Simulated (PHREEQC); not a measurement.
Make-up at 25 °C: 0.38 mmol/kgw CaSO4 and 4.5 mmol/kgw NaF. Closed to the air; pH follows from the charge balance.

Computed with PHREEQC (ion-association model, phreeqc.dat).

This is a speciation only: nothing precipitates in the calculation.

Q: Estimate the pH, specific conductance.

A: pH 7.41; specific conductance 535 µS/cm.

Q: In which forms is Ca present?

A: Ca+2 97 %, CaSO4 3.3 % of the Ca.

Saturation is exceeded, for instance for Fluorite; the values hold only as long as no solid forms.
